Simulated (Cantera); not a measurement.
# Premixed flame

A freely propagating, adiabatic, planar premixed flame of H₂ : O₂ : N₂ = 1 : 0.521 : 1.96 (molar parts), equivalence ratio 0.96, unburnt at 525 K and 5.50 bar; mixture-averaged transport, grid criteria slope 0.08 and curve 0.16, no radiation.

Cantera simulation using the H2/O2 subset of GRI-Mech 3.0, which has no nitrogen chemistry; the numbers are that mechanism's predictions, not measurements. The hydrogen kinetics of GRI-Mech 3.0 are dated; newer H2 mechanisms differ, most at raised pressure. Burning velocities carry a grid error of a few per cent, more on coarse grids.

```
z (mm)   T (K)  u (m/s)    x H₂    x O₂      x OH    x H₂O₂     x HO₂      x H
-------  -----  -------  ------  ------  --------  --------  --------  -------
-0.150     525     4.96   0.287   0.150     <1e-8     <1e-8     <1e-8    <1e-8
-0.0999    525     4.96   0.287   0.150     <1e-8     <1e-8     <1e-8    <1e-8
-0.0749    525     4.96   0.287   0.150     <1e-8     <1e-8   1.25e-7    <1e-8
-0.0500    526     4.96   0.285   0.150     <1e-8   1.33e-7   2.63e-6    <1e-8
-0.0250    571     5.26   0.266   0.153   1.99e-5   1.99e-5  0.000371  1.33e-5
-0.0125    861     7.63   0.218   0.147  0.000989  0.000102  0.000951  0.00181
0         1343     11.5   0.141   0.111   0.00336   3.49e-5  0.000437   0.0129
0.0125    1691     14.4  0.0757  0.0645   0.00882   5.71e-6  0.000205   0.0239
0.0250    1883     15.9  0.0471  0.0397    0.0136   3.37e-6  0.000105   0.0250
0.0500    2072     17.4  0.0340  0.0267    0.0167   2.04e-6   5.24e-5   0.0185
0.0999    2237     18.6  0.0273  0.0213    0.0163   1.35e-6   2.82e-5   0.0108
0.200     2366     19.5  0.0204  0.0174    0.0142   9.81e-7   1.49e-5  0.00556
0.400     2450     20.0  0.0143  0.0146    0.0117   7.64e-7   8.56e-6  0.00280
```
x: mole fraction of selected species; z is measured from the peak of heat release.

- laminar burning velocity: 496 cm/s
- thermal thickness: 0.0500 mm
- peak x(OH): 0.0169
- peak x(H₂O₂): 0.000103
- peak x(HO₂): 0.00107
- peak x(H): 0.0255
